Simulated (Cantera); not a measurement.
What does this Cantera script print?

```python
import numpy as np
import cantera as ct

gas_names = """
    F F2 H HF H2 H2F2 H3F3 H4F4 H5F5 H6F6 H7F7 N NF NF2 NF3 NH NH2 NH3 N2 N2H2 N2H4 Si SiF SiF2 SiF3
    SiF4 SiH SiHF3 SiH2 SiH2F2 SiH3 SiH3F SiH4 SiN Si2 Si2N Si3
""".split()
cond_names = """
    Si(cr) Si(L) Si3N4(a)
""".split()


# ... load() reads the species with a 1 bar reference pressure and builds the phases ...
atoms = {
    'Si': {'Si': 1},
    'HF': {'H': 1, 'F': 1},
    'N2': {'N': 2},
}
top_T = {'Si3N4(a)': 2400}  # K; cautious upper limits of use, not melting points


# ... equilibrate(T, P, feed) seeds the gas with the atoms and calls Mixture.equilibrate('TP', solver="vcs", rtol=1e-11, max_steps=5000) ...
results = []
feed = {'Si': 1, 'HF': 4.5, 'N2': 9.4}  # mol
T = 1025  # K
P = 10000  # Pa
mix = equilibrate(T, P, feed)
results.append((T, P, feed, dict(zip(mix.species_names, mix.species_moles))))
x = sorted(zip(gas.X, gas.species_names), reverse=True)
print(f"T = {T:g} K  P = {P:g} Pa  gas = {mix.phase_moles(0):.4g} mol")
print("   x: " + "  ".join(f"{s} {v:.3e}" for v, s in x if v > 1e-05))
print("   condensed (mol): " + ("  ".join(f"{mix.phase(i).name} {mix.phase_moles(i):.4g}"
      for i in range(1, mix.n_phases) if mix.phase_moles(i) > 1e-12) or "none"))
```

Output:

```
T = 1025 K  P = 10000 Pa  gas = 12.9 mol
   x: N2 7.287e-01  H2 1.550e-01  SiF4 7.752e-02  HF 3.876e-02
   condensed (mol): none
```

Method: chemical equilibrium by Gibbs-energy minimisation in Cantera with the NASA 1993 tables (ideal gas, pure condensed phases).
